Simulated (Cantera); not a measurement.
Feed: 1 mol Cu, 0.067 mol CO2, 290 mol H2, held at 1498.15 K and 2.80 mbar.

Cantera equilibrium calculation (NASA polynomials, part measured and part estimated; ideal gas, pure solids and liquids). Candidate condensed phases: C, C6H6, C7H8, C8H18, Cu, CuO, Cu(OH)2, Cu2O, H2O; 113 gas species. Rates play no part.

Base state: H2 0.996, Cu 0.00285, H 0.000325, CO 0.000230, H2O 0.000230 (mole fractions); condensed: Cu(l).

**Question.** What changes in the equilibrium state with this change: CO2 from 0.067 to 22 mol?

**Answer.** 
```tsv
species	before	after
H2	0.996	0.858
CO	0.000230	0.0682
H2O	0.000230	0.0682
Cu	0.00285	0.00285
CO2	2.06e-8	0.00210
H	0.000325	0.000301
Cu(l), mol	0.171	0.108
```
